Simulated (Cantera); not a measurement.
A closed system holds: 1 mol CH₃Cl, 0.067 mol Si, 0.94 mol H₂, 0.037 mol HCl, at 2348 K and 9.30 Pa.

These are equilibrium values from Cantera (NASA tables, ideal gas, pure condensed phases), not measurements of a reactor. Candidate condensed phases: C, C₆H₆, C₇H₈, C₈H₁₈, Si, SiC; 109 gas species. The tables' values for SiCl are old estimates; treat these amounts as uncertain. Equilibrium is a limit: real reactors are often held back by kinetics, nucleation or transport.

### Question
What is the equilibrium state?

### Answer
```
Quantity                             Result
--------------------------------  ---------
x(H)                                  0.569
x(H₂)                                 0.197
x(Cl)                                 0.147
x(HCl)                               0.0712
x(Si)                                0.0120
x(SiC₂)                             0.00194
x(C₂H₂ (acetylene))                 0.00108
x(C₃)                              0.000429
x(C)                               0.000193
n(C(graphite))                    0.962 mol
gas amount                        4.745 mol
log10 activity of Si(l) (absent)      -3.10
```
